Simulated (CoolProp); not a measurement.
Vapour-liquid equilibrium of R1234yf (1) + R134a (2) at 186.8 K; x and y are mole fractions of (1).

Model: multi-fluid Helmholtz-energy mixture model, Lemmon 2022 and Tillner-Roth 1994; pair parameters Bell 2022, in CoolProp.

```json
[
 {"x": "0.05", "bubble pressure, mixture model (bar)": "0.02271", "bubble pressure, Raoult's law (bar)": "0.02186", "y, mixture model": "[?]", "y, Raoult's law": "0.075"},
 {"x": "0.15", "bubble pressure, mixture model (bar)": "0.02509", "bubble pressure, Raoult's law (bar)": "0.02302", "y, mixture model": "0.271", "y, Raoult's law": "0.214"},
 {"x": "0.25", "bubble pressure, mixture model (bar)": "0.02696", "bubble pressure, Raoult's law (bar)": "0.02418", "y, mixture model": "[?]", "y, Raoult's law": "0.340"},
 {"x": "0.35", "bubble pressure, mixture model (bar)": "0.02847", "bubble pressure, Raoult's law (bar)": "0.02534", "y, mixture model": "0.485", "y, Raoult's law": "0.454"},
 {"x": "0.45", "bubble pressure, mixture model (bar)": "[?]", "bubble pressure, Raoult's law (bar)": "0.02650", "y, mixture model": "0.567", "y, Raoult's law": "0.558"},
 {"x": "0.55", "bubble pressure, mixture model (bar)": "[?]", "bubble pressure, Raoult's law (bar)": "0.02765", "y, mixture model": "0.642", "y, Raoult's law": "0.654"},
 {"x": "0.65", "bubble pressure, mixture model (bar)": "0.03149", "bubble pressure, Raoult's law (bar)": "0.02881", "y, mixture model": "[?]", "y, Raoult's law": "0.741"},
 {"x": "0.75", "bubble pressure, mixture model (bar)": "0.03212", "bubble pressure, Raoult's law (bar)": "0.02997", "y, mixture model": "[?]", "y, Raoult's law": "0.822"},
 {"x": "0.85", "bubble pressure, mixture model (bar)": "0.03257", "bubble pressure, Raoult's law (bar)": "0.03113", "y, mixture model": "0.866", "y, Raoult's law": "0.897"},
 {"x": "0.95", "bubble pressure, mixture model (bar)": "0.03282", "bubble pressure, Raoult's law (bar)": "0.03228", "y, mixture model": "0.952", "y, Raoult's law": "0.967"}
]
```

### Question
Some entries are withheld; supply them.

### Answer

- 0.05, y, mixture model: 0.108
- 0.25, y, mixture model: 0.390
- 0.45, bubble pressure, mixture model (bar): 0.02969
- 0.55, bubble pressure, mixture model (bar): 0.03068
- 0.65, y, mixture model: 0.714
- 0.75, y, mixture model: 0.788

The largest gap from Raoult's law is +12.4 % in bubble pressure, at x = 0.35. No azeotrope shows between x = 0.05 and 0.95.

Pair parameters are fitted to limited data, so mixtures are less certain than the pure fluids.
